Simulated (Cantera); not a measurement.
Feed: 1 mol Fe2O3, 2.3 mol CH4, 0.14 mol CO, held at 75.0 Torr.

Cantera equilibrium calculation (NASA polynomials, part measured and part estimated; ideal gas, pure solids and liquids). Candidate condensed phases: C, C6H6, C7H8, C8H18, Fe, Fe(CO)5, FeO, Fe(OH)2, Fe(OH)3, Fe2O3, Fe3O4, H2O; 114 gas species. Equilibrium is a limit: real reactors are often held back by kinetics, nucleation or transport.

x: gas mole fraction; n: condensed amount in mol.

```json
[
 {"T (K)": "1650", "x H2": "0.569", "x CO": "0.331", "x H2O": "0.0842", "x Fe": "2.70e-5", "x H": "0.000217", "x CO2": "0.0153", "x OH": "1.45e-6", "n Fe(γ)": "2.00", "n Fe(δ)": "0", "n Fe(l)": "0"},
 {"T (K)": "1700", "x H2": "0.568", "x CO": "0.332", "x H2O": "0.0849", "x Fe": "6.29e-5", "x H": "0.000351", "x CO2": "0.0145", "x OH": "2.71e-6", "n Fe(γ)": "0", "n Fe(δ)": "2.00", "n Fe(l)": "0"},
 {"T (K)": "1750", "x H2": "0.567", "x CO": "0.333", "x H2O": "0.0855", "x Fe": "0.000139", "x H": "0.000554", "x CO2": "0.0139", "x OH": "4.90e-6", "n Fe(γ)": "0", "n Fe(δ)": "2.00", "n Fe(l)": "0"},
 {"T (K)": "1800", "x H2": "0.566", "x CO": "0.333", "x H2O": "0.0861", "x Fe": "0.000295", "x H": "0.000852", "x CO2": "0.0133", "x OH": "8.55e-6", "n Fe(γ)": "0", "n Fe(δ)": "2.00", "n Fe(l)": "0"},
 {"T (K)": "1850", "x H2": "0.565", "x CO": "0.333", "x H2O": "0.0866", "x Fe": "0.000585", "x H": "0.00128", "x CO2": "0.0127", "x OH": "1.45e-5", "n Fe(γ)": "0", "n Fe(δ)": "0", "n Fe(l)": "2.00"},
 {"T (K)": "1900", "x H2": "0.564", "x CO": "0.334", "x H2O": "0.0870", "x Fe": "0.00111", "x H": "0.00188", "x CO2": "0.0122", "x OH": "2.39e-5", "n Fe(γ)": "0", "n Fe(δ)": "0", "n Fe(l)": "1.99"},
 {"T (K)": "1950", "x H2": "0.563", "x CO": "0.334", "x H2O": "0.0873", "x Fe": "0.00205", "x H": "0.00272", "x CO2": "0.0118", "x OH": "3.83e-5", "n Fe(γ)": "0", "n Fe(δ)": "0", "n Fe(l)": "1.99"},
 {"T (K)": "2000", "x H2": "0.560", "x CO": "0.333", "x H2O": "0.0874", "x Fe": "…", "x H": "…", "x CO2": "0.0113", "x OH": "…", "n Fe(γ)": "0", "n Fe(δ)": "0", "n Fe(l)": "1.97"},
 {"T (K)": "2050", "x H2": "0.557", "x CO": "0.333", "x H2O": "0.0874", "x Fe": "0.00630", "x H": "0.00536", "x CO2": "0.0109", "x OH": "9.18e-5", "n Fe(γ)": "0", "n Fe(δ)": "0", "n Fe(l)": "1.95"},
 {"T (K)": "2100", "x H2": "0.553", "x CO": "0.331", "x H2O": "0.0872", "x Fe": "0.0106", "x H": "0.00733", "x CO2": "0.0106", "x OH": "0.000138", "n Fe(γ)": "0", "n Fe(δ)": "0", "n Fe(l)": "1.92"},
 {"T (K)": "2150", "x H2": "0.547", "x CO": "0.329", "x H2O": "0.0867", "x Fe": "0.0173", "x H": "0.00986", "x CO2": "0.0102", "x OH": "0.000202", "n Fe(γ)": "0", "n Fe(δ)": "0", "n Fe(l)": "1.87"},
 {"T (K)": "2200", "x H2": "0.538", "x CO": "0.325", "x H2O": "0.0857", "x Fe": "…", "x H": "…", "x CO2": "0.00979", "x OH": "…", "n Fe(γ)": "0", "n Fe(δ)": "0", "n Fe(l)": "1.80"},
 {"T (K)": "2250", "x H2": "0.526", "x CO": "0.319", "x H2O": "0.0841", "x Fe": "0.0434", "x H": "0.0170", "x CO2": "0.00937", "x OH": "0.000409", "n Fe(γ)": "0", "n Fe(δ)": "0", "n Fe(l)": "1.68"}
]
```

Task: Some entries are withheld; supply them.

Result: 
- 2000, x Fe: 0.00365
- 2000, x H: 0.00385
- 2000, x OH: 6.00e-5
- 2200, x Fe: 0.0278
- 2200, x H: 0.0131
- 2200, x OH: 0.000290
